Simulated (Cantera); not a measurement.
An isothermal, constant-pressure homogeneous reactor starts with NO : N2 = 1 : 2.1 (molar parts), at 1850 K and 21000 Pa.

Cantera simulation using GRI-Mech 3.0 (53 species, 325 reactions); the numbers are that mechanism's predictions, not measurements.

x: mole fraction; the columns are a selection and need not sum to one.

```json
[
 {"t (s)": "0.000200", "x NO": "0.323", "x O": "?", "x N2O": "1.54e-6", "x N2": "0.677", "x O2": "6.84e-9", "x NO2": "2.13e-7"},
 {"t (s)": "0.000502", "x NO": "0.323", "x O": "?", "x N2O": "3.76e-6", "x N2": "0.677", "x O2": "4.10e-8", "x NO2": "1.10e-6"},
 {"t (s)": "0.00126", "x NO": "0.323", "x O": "?", "x N2O": "8.85e-6", "x N2": "0.677", "x O2": "2.67e-7", "x NO2": "4.64e-6"},
 {"t (s)": "0.00317", "x NO": "0.323", "x O": "?", "x N2O": "1.90e-5", "x N2": "0.677", "x O2": "2.25e-6", "x NO2": "1.52e-5"},
 {"t (s)": "0.00796", "x NO": "0.322", "x O": "?", "x N2O": "3.32e-5", "x N2": "0.677", "x O2": "2.13e-5", "x NO2": "3.45e-5"},
 {"t (s)": "0.0200", "x NO": "0.322", "x O": "3.03e-5", "x N2O": "4.21e-5", "x N2": "0.678", "x O2": "0.000118", "x NO2": "4.39e-5"},
 {"t (s)": "0.0502", "x NO": "0.322", "x O": "3.15e-5", "x N2O": "4.30e-5", "x N2": "0.678", "x O2": "0.000393", "x NO2": "4.58e-5"},
 {"t (s)": "0.126", "x NO": "0.320", "x O": "3.34e-5", "x N2O": "4.26e-5", "x N2": "0.679", "x O2": "0.00109", "x NO2": "4.91e-5"},
 {"t (s)": "0.317", "x NO": "0.317", "x O": "?", "x N2O": "4.15e-5", "x N2": "0.680", "x O2": "0.00283", "x NO2": "5.62e-5"},
 {"t (s)": "0.796", "x NO": "0.308", "x O": "?", "x N2O": "3.89e-5", "x N2": "0.685", "x O2": "0.00720", "x NO2": "7.03e-5"},
 {"t (s)": "2.00", "x NO": "0.286", "x O": "?", "x N2O": "3.31e-5", "x N2": "0.695", "x O2": "0.0179", "x NO2": "9.22e-5"}
]
```

Question: Complete the blanks.

Answer: 
- 0.000200, x O: 1.38e-6
- 0.000502, x O: 2.99e-6
- 0.00126, x O: 6.12e-6
- 0.00317, x O: 1.30e-5
- 0.00796, x O: 2.46e-5
- 0.317, x O: 3.79e-5
- 0.796, x O: 4.72e-5
- 2.00, x O: 6.43e-5
